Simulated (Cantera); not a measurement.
What does this Cantera script print?

```python
import numpy as np
import cantera as ct

gas_names = """
    C CO CO2 C2 C2O C3 C3O2 C4 C5 O O2 O3 Si SiC SiC2 SiO SiO2 Si2 Si2C Si3
""".split()
cond_names = """
    C(gr) Si(cr) Si(L) SiC(b) SiO2(Lqz) SiO2(hqz) SiO2(L)
""".split()


# ... load() reads the species with a 1 bar reference pressure and builds the phases ...
atoms = {
    'Si': {'Si': 1},
    'CO2': {'C': 1, 'O': 2},
    'CO': {'C': 1, 'O': 1},
}
top_T = {'C(gr)': 4500, 'SiC(b)': 3050}  # K; cautious upper limits of use, not melting points


# ... equilibrate(T, P, feed) seeds the gas with the atoms and calls Mixture.equilibrate('TP', solver="vcs", rtol=1e-11, max_steps=5000) ...
results = []
feed = {'Si': 1, 'CO2': 0.12, 'CO': 2.2}  # mol
P = 2200  # Pa
for T in [750, 800, 850, 900, 950, 1000, 1050, 1100, 1150, 1200]:
    mix = equilibrate(T, P, feed)
    results.append((T, P, feed, dict(zip(mix.species_names, mix.species_moles))))

top = {s: max(r[3][s] / sum(r[3][g] for g in gas_names) for r in results) for s in gas_names}
cols = sorted((s for s in top if top[s] > 0.001), key=lambda s: -top[s])[:5]
seen = [c for c in cond_names if any(r[3].get(c, 0) > 1e-12 for r in results)]
print("log10 of partial pressures in bar; condensed amounts in mol")
print(f"{'T/K':>10s}" + "".join(f"{s[:9]:>10s}" for s in cols + seen))
for T, P, feed, n in results:
    ng = sum(n[g] for g in gas_names)
    print(f"{T:10.4g}" + "".join(f"{np.log10(max(n[s] / ng * P / 1e5, 1e-99)):10.3f}" for s in cols)
          + "".join(f"{n.get(c, 0):10.4g}" for c in seen))
```

Result:

```
log10 of partial pressures in bar; condensed amounts in mol
       T/K        CO       CO2     C(gr) SiO2(Lqz) SiO2(hqz)
       750    -2.263    -1.781     2.069         1         0
       800    -1.971    -1.947     2.029         1         0
       850    -1.788    -2.243     1.971         0         1
       900    -1.703    -2.659      1.92         0         1
       950    -1.673    -3.122     1.895         0         1
      1000    -1.663    -3.572     1.885         0         1
      1050    -1.660    -3.989     1.882         0         1
      1100    -1.658    -4.371     1.881         0         1
      1150    -1.658    -4.720      1.88         0         1
      1200    -1.658    -5.039      1.88         0         1
```

These are equilibrium values from Cantera (NASA tables, ideal gas, pure condensed phases), not measurements of a reactor. The tables hold silica as quartz up to 1696 K and as liquid above; real silica turns to tridymite and cristobalite and melts near 1996 K.
